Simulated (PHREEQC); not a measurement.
Consider water at 20 °C with 0.21 mol KH2PO4 and 0.0052 mol K2HPO4 per kg of water. Closed to the air; pH follows from the charge balance.

Model: ion-association model, wateq4f.dat, run in PHREEQC.

Each row changes one thing in this solution. Precipitation was switched off in this run.

```json
[
 {"case": "as made", "pH": "5.17", "ionic strength (mol/kgw)": "0.225", "HPO4-2 (mol/kgw)": "0.00478", "KHPO4- (mol/kgw)": "0.000563", "H3PO4 (mol/kgw)": "0.000139", "PO4-3 (mol/kgw)": "1.36e-9"},
 {"case": "K2HPO4 replaced by KOH at the same molality", "pH": "5.18", "ionic strength (mol/kgw)": "0.219", "HPO4-2 (mol/kgw)": "0.00479", "KHPO4- (mol/kgw)": "0.000555", "H3PO4 (mol/kgw)": "0.000131", "PO4-3 (mol/kgw)": "1.39e-9"},
 {"case": "0.0027 mol/kgw H2SO4 added", "pH": "4.34", "ionic strength (mol/kgw)": "…", "HPO4-2 (mol/kgw)": "0.000724", "KHPO4- (mol/kgw)": "…", "H3PO4 (mol/kgw)": "0.000949", "PO4-3 (mol/kgw)": "3.05e-11"},
 {"case": "temperature from 20 to 90 °C", "pH": "5.00", "ionic strength (mol/kgw)": "0.225", "HPO4-2 (mol/kgw)": "0.00511", "KHPO4- (mol/kgw)": "0.000501", "H3PO4 (mol/kgw)": "0.000394", "PO4-3 (mol/kgw)": "3.91e-9"},
 {"case": "diluted 100-fold with water", "pH": "5.57", "ionic strength (mol/kgw)": "0.00226", "HPO4-2 (mol/kgw)": "5.53e-5", "KHPO4- (mol/kgw)": "1.93e-7", "H3PO4 (mol/kgw)": "7.35e-7", "PO4-3 (mol/kgw)": "1.09e-11"},
 {"case": "temperature from 20 to 25 °C", "pH": "5.15", "ionic strength (mol/kgw)": "0.225", "HPO4-2 (mol/kgw)": "0.00480", "KHPO4- (mol/kgw)": "0.000560", "H3PO4 (mol/kgw)": "0.000152", "PO4-3 (mol/kgw)": "1.48e-9"},
 {"case": "temperature from 20 to 45 °C", "pH": "…", "ionic strength (mol/kgw)": "0.225", "HPO4-2 (mol/kgw)": "0.00488", "KHPO4- (mol/kgw)": "0.000544", "H3PO4 (mol/kgw)": "0.000212", "PO4-3 (mol/kgw)": "…"}
]
```

Question: Fill in the missing entries.

Answer: 
- 0.0027 mol/kgw H2SO4 added, ionic strength (mol/kgw): 0.222
- 0.0027 mol/kgw H2SO4 added, KHPO4- (mol/kgw): 8.54e-5
- temperature from 20 to 45 °C, pH: 5.10
- temperature from 20 to 45 °C, PO4-3 (mol/kgw): 2.04e-9

Species that the database lacks are ignored. H3PO4, which wateq4f.dat lacks, is added to it with the constant of phreeqc.dat. Constants without temperature data keep their 25 °C values here.
